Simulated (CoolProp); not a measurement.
Aqueous methanol as a coolant, at 14 °C, 1 atm.

Values from CoolProp's Melinder's fits for secondary coolants.

```csv
mass %,freezing point (°C),viscosity (mPa s),cp (kJ/(kg K)),Prandtl number,density (kg/m³)
3.3,-1.9,1.29,4.218,9.59,993.3
8.2,-5.2,1.49,4.220,11.6,985.5
13.2,-9.1,1.69,4.183,13.8,978.2
18.1,-13.3,1.87,4.127,15.8,971.4
23,-18.0,2.02,4.062,17.8,964.6
28,-23.4,2.14,3.990,19.5,957.3
32.9,-29.2,2.20,3.914,20.8,949.8
37.8,-35.6,2.22,3.828,21.7,941.8
42.8,-42.8,2.20,3.729,22.1,933.1
47.7,-50.6,2.14,3.620,22.0,924.1
52.6,-59.0,2.05,3.502,21.5,914.5
57.5,-68.1,1.94,3.387,20.8,904.3
```
